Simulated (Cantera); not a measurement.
Source: NASA polynomial tables (part measured, part estimated), evaluated in Cantera. Values are per mole of reaction as written; species without (g) are pure solids or liquids, kept so even where they would boil at 1 bar. The tables' values for BOCl are old estimates.

BF3(g) + 3 BOCl(g) = 3 Cl(g) + B + B3O3F3(g)

```json
[
 {"T (K)": "300", "ΔH° (kJ)": "(withheld)", "ΔS° (J/K)": "(withheld)", "ΔG° (kJ)": "(withheld)", "log10 K": "(withheld)"},
 {"T (K)": "1373", "ΔH° (kJ)": "(withheld)", "ΔS° (J/K)": "(withheld)", "ΔG° (kJ)": "(withheld)", "log10 K": "(withheld)"},
 {"T (K)": "1523", "ΔH° (kJ)": "116.7", "ΔS° (J/K)": "-83.2", "ΔG° (kJ)": "243.4", "log10 K": "-8.35"},
 {"T (K)": "1673", "ΔH° (kJ)": "121.4", "ΔS° (J/K)": "-80.2", "ΔG° (kJ)": "255.6", "log10 K": "-7.98"},
 {"T (K)": "1823", "ΔH° (kJ)": "126.1", "ΔS° (J/K)": "-77.5", "ΔG° (kJ)": "267.4", "log10 K": "-7.66"},
 {"T (K)": "1973", "ΔH° (kJ)": "(withheld)", "ΔS° (J/K)": "(withheld)", "ΔG° (kJ)": "(withheld)", "log10 K": "(withheld)"},
 {"T (K)": "2123", "ΔH° (kJ)": "135.7", "ΔS° (J/K)": "-72.6", "ΔG° (kJ)": "289.9", "log10 K": "-7.13"},
 {"T (K)": "2273", "ΔH° (kJ)": "140.5", "ΔS° (J/K)": "-70.4", "ΔG° (kJ)": "300.7", "log10 K": "-6.91"}
]
```

Question: What belongs in the gaps?

Answer: 
- 300, ΔH° (kJ): 83.3
- 300, ΔS° (J/K): -122.7
- 300, ΔG° (kJ): 120.1
- 300, log10 K: -20.92
- 1373, ΔH° (kJ): 112.0
- 1373, ΔS° (J/K): -86.4
- 1373, ΔG° (kJ): 230.6
- 1373, log10 K: -8.77
- 1973, ΔH° (kJ): 130.9
- 1973, ΔS° (J/K): -75.0
- 1973, ΔG° (kJ): 278.9
- 1973, log10 K: -7.38
